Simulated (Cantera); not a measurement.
What does this Cantera script print?

```python
import numpy as np
import cantera as ct

gas = ct.Solution("gri30.yaml", transport_model="mixture-averaged")
show = ['CO2', 'H2O', 'CH3']

rows = []
print(f"{'T/K':>7s}{'rho':>11s}{'cp':>10s}{'mu':>11s}{'lambda':>11s}{'Pr':>7s}" + "".join(f"{'D_' + s:>11s}" for s in show))
for T in [400, 650, 900, 1150, 1400, 1650, 1900]:
    gas.TPX = T, 101325, {'CO2': 0.75, 'C2H6': 0.63}
    Pr = gas.cp_mass * gas.viscosity / gas.thermal_conductivity
    D = [gas.mix_diff_coeffs_mole[gas.species_index(s)] for s in show]
    rows.append([gas.density, gas.cp_mass, gas.viscosity, gas.thermal_conductivity, Pr, *D])
    print(f"{T:7g}{gas.density:11.4e}{gas.cp_mass:10.1f}{gas.viscosity:11.4e}"
          f"{gas.thermal_conductivity:11.4e}{Pr:7.3f}" + "".join(f"{d:11.4e}" for d in D))
print("SI units: kg/m3, J/kg/K, Pa s, W/m/K, m2/s")
```

It prints:

```
    T/K        rho        cp         mu     lambda     Pr      D_CO2      D_H2O      D_CH3
    400 1.1469e+00    1385.9 1.6309e-05 2.9590e-02  0.764 1.8590e-05 2.7589e-05 2.8354e-05
    650 7.0580e-01    1848.2 2.4559e-05 5.7736e-02  0.786 4.5397e-05 7.0752e-05 6.7521e-05
    900 5.0975e-01    2163.8 3.1443e-05 8.5205e-02  0.799 8.0660e-05 1.2931e-04 1.1852e-04
   1150 3.9893e-01    2398.1 3.7474e-05 1.1081e-01  0.811 1.2319e-04 2.0088e-04 1.7983e-04
   1400 3.2769e-01    2561.3 4.2924e-05 1.3450e-01  0.817 1.7227e-04 2.8395e-04 2.5048e-04
   1650 2.7804e-01    2678.4 4.7955e-05 1.5647e-01  0.821 2.2739e-04 3.7752e-04 3.2983e-04
   1900 2.4146e-01    2762.0 5.2671e-05 1.7690e-01  0.822 2.8821e-04 4.8090e-04 4.1739e-04
SI units: kg/m3, J/kg/K, Pa s, W/m/K, m2/s
```

Computed with Cantera and GRI-Mech 3.0 (53 species, 325 reactions). The composition is frozen, though it would react at the higher temperatures.
